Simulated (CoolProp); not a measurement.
Values from CoolProp's reference Helmholtz-energy equation of state, Lemmon 2006. It is a short technical equation, of lower accuracy than the large ones.

Question: Give the vapour pressure (MPa), vapour Z, liquid viscosity (µPa s), liquid conductivity (mW/(m K)) of saturated n-nonane at 215.25, 245.85, 291.75 °C.

Answer: 
```tsv
T (°C)	p (MPa)	vapour Z	liquid viscosity (µPa s)	liquid conductivity (mW/(m K))
215.25	0.430	0.839	130	85.9
245.85	0.742	0.762	101	80.4
291.75	1.51	0.579	63.2	71.4
```

Viscosity comes from a separate model (Huber 2004). Thermal conductivity comes from a separate model (Huber 2005).
